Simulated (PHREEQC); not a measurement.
A solution holds 41 mmol/kgw HF, 3.6 mmol/kgw NH4F, 0.061 mmol/kgw H4SiO4 and 11 mmol/kgw HCl, at 25 °C. Closed to the air; pH follows from the charge balance.

Equilibrium calculation in PHREEQC: ion-association model, phreeqc.dat.

### Question
The ionic strength comes out as 0.0147 mol/kgw. What activity coefficients do F-, Cl-, H+, NH4+, SiF6-2 get?

### Answer
F- 0.88, Cl- 0.88, H+ 0.90, NH4+ 0.88, SiF6-2 0.62.

Precipitation was switched off in this run. Species that the database lacks are ignored. SiF6-2 is the database's only silicon fluoride.
